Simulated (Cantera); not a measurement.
Charge: 1 mol CF₄, a varied amount of H₂, 0.035 mol HCl, at 900 K and 0.260 bar.

Equilibrium computed with Cantera from the NASA thermochemical tables; the gas is ideal and each condensed phase is pure. Candidate condensed phases: C, C₆H₆, C₇H₈, C₈H₁₈; 118 gas species. Gases not in the tables: C₂F₆ and larger saturated fluorocarbons. Equilibrium is a limit: real reactors are often held back by kinetics, nucleation or transport.

x: gas mole fraction; n: condensed amount in mol.

```
n(H₂) (mol)   x HF      x H₂   x CF₄    x HCl    x CH₄  x CClF₃  n C(graphite)
-----------  -----  --------  ------  -------  -------  -------  -------------
1            0.789  4.95e-10   0.197   0.0138   <1e-12  3.92e-5          0.500
1.6          0.932   1.27e-9  0.0582   0.0102   <1e-12  7.25e-6          0.800
2.1          0.967         ?  <1e-12        ?        ?   <1e-12          1.000
2.7          0.846     0.145  <1e-12  0.00740  0.00170   <1e-12          0.992
3.2              ?         ?  <1e-12        ?        ?   <1e-12          0.979
3.8          0.690     0.296  <1e-12  0.00604  0.00713   <1e-12          0.959
4.3          0.638     0.347  <1e-12  0.00558  0.00977   <1e-12          0.939
4.9          0.584     0.398  <1e-12  0.00511   0.0128   <1e-12          0.912
```

Question: Complete the blanks.

Answer: 
- 3.2, x HF: 0.767
- 3.2, x H₂: 0.222
- 3.2, x HCl: 0.00671
- 3.2, x CH₄: 0.00400
- 2.1, x H₂: 0.0241
- 2.1, x HCl: 0.00846
- 2.1, x CH₄: 4.71e-5
